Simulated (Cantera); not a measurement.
A closed system holds: 1 mol Al, 2.8 mol N2O, 49 mol N2, 28 mol O2, at 1323 K and 1.80 mbar.

Cantera equilibrium calculation (NASA polynomials, part measured and part estimated; ideal gas, pure solids and liquids). Candidate condensed phases: Al, AlN, Al2O3; 16 gas species. Equilibrium is a limit: real reactors are often held back by kinetics, nucleation or transport.

Base state: N2 0.644, O2 0.356, NO 0.000540 (mole fractions); condensed: Al2O3(s).

Q: What changes in the equilibrium state with this change: Al replaced by AlCl3?

A: 
| species | before | after |
|---|---|---|
| N2 | 0.644 | 0.624 |
| O2 | 0.356 | 0.345 |
| Cl | 0 | 0.0258 |
| Cl2 | 0 | 0.00518 |
| ClO | 0 | 2.03e-5 |
| Al2O3(s), mol | 0.500 | 0.500 |
Further candidate phases: AlCl3.
